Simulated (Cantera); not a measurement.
Feed: 1 mol c-C4F8, 0.4 mol HCl, 3.3 mol H2, at 2198.15 K and 0.0100 bar.

These are equilibrium values from Cantera (NASA tables, ideal gas, pure condensed phases), not measurements of a reactor. Candidate condensed phases: C, C6H6, C7H8, C8H18; 118 gas species. The feed counts by its element totals alone. Gases not in the tables: C2F6 and larger saturated fluorocarbons. The numbers say what is thermodynamically allowed, not how fast it happens.

Base state: HF 0.867, F 0.0490, Cl 0.0485, CF2 0.0298, CF4 0.00364, HCl 0.00101, CF 0.000551, CF3 0.000459 (mole fractions); condensed: C(graphite).

Problem. What changes in the equilibrium state with this change: c-C4F8 replaced by CH3F?

Solution. 
```csv
species,before,after
H2,7.13e-7,0.712
HF,0.867,0.171
HCl,0.00101,0.0653
CF2,0.0298,1.16e-9
F,0.0490,9.66e-6
H,4.71e-5,0.0470
Cl,0.0485,0.00314
CF4,0.00364,<1e-9
C2H2 (acetylene),1.81e-9,0.00181
CF3,0.000459,<1e-9
"C(graphite), mol",3.72,0.979
```

Problem. What changes in the equilibrium state with this change: pressure from 0.0100 bar to 0.00133 bar?

Solution. 
```csv
species,before,after
HF,0.867,0.844
F,0.0490,0.0918
Cl,0.0485,0.0478
CF2,0.0298,0.0140
CF4,0.00364,0.000107
CF3,0.000459,5.39e-5
Cl2,1.09e-5,1.41e-6
"C(graphite), mol",3.72,3.87
```

Problem. What changes in the equilibrium state with this change: HCl from 0.4 to 0.75 mol?

Solution. 
```
species            before    after
----------------  -------  -------
HF                  0.867    0.856
Cl                 0.0485   0.0852
F                  0.0490   0.0374
CF2                0.0298   0.0174
Cl2               1.09e-5  3.35e-5
CF4               0.00364  0.00124
C(graphite), mol     3.72     3.83
```
